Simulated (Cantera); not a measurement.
A perfectly stirred reactor is fed with H2 : O2 : N2 = 1 : 1.16 : 4.37 (molar parts), equivalence ratio 0.43, at 2.17 atm; it is adiabatic with a 300 K inlet, and is followed from long to short residence time, starting on the burning branch (τ in s: 0.023, 0.01, 0.0044, 0.0019, 0.00083, 0.00036, 0.00016, 7e-05, 3e-05, 1.3e-05).

Model: the H2/O2 subset of GRI-Mech 3.0, which has no nitrogen chemistry, integrated in Cantera. The hydrogen kinetics of GRI-Mech 3.0 are dated; newer H2 mechanisms differ, most at raised pressure.

One state of this run: T (K) = 1490; x H2 = 0.000410; x O2 = 0.109; x H = 2.31e-5; x O = 0.000135; x HO2 = 1.57e-5. x: mole fraction; the columns are a selection and need not sum to one.

Question: Which value of τ (s) does it belong to?
A) 0.00083
B) 0.00036
C) 0.010
D) 0.0044

Answer: C, 0.010
